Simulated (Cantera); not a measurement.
Mixture: CH₄ : O₂ : N₂ = 1 : 1.67 : 6.27 (molar parts), equivalence ratio 1.2, at 1.09 atm, adiabatic and at constant volume. Ignition delay is the time to a rise of 400 K.

Computed with Cantera and GRI-Mech 3.0 (53 species, 325 reactions).

### Question
Predict: delay at 1050 K; delay at 1200 K; delay at 1350 K; delay at 1500 K; delay at 1650 K; apparent activation energy between 1575 and 1725 K.

### Answer
```
Quantity                                                 Value
--------------------------------------------------  ----------
delay at 1050 K                                        0.454 s
delay at 1200 K                                        44.2 ms
delay at 1350 K                                        6.01 ms
delay at 1500 K                                        1.10 ms
delay at 1650 K                                       0.282 ms
apparent activation energy between 1575 and 1725 K  180 kJ/mol
```
